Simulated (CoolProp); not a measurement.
The numbers come from the reference Helmholtz-energy equation of state, Thol 2016 in CoolProp.

Task: For hexamethyldisiloxane (MM), give the phase and the cp (kJ/(kg K)), speed of sound (m/s), expansivity (1/kK) at 578.8 K and 11.1 bar; 578.8 K and 17.8 bar.

Result: 
- 578.8 K and 11.1 bar: gas; cp 2.27, speed of sound 150, expansivity 3.05
- 578.8 K and 17.8 bar: gas; cp 2.37, speed of sound 135, expansivity 4.55
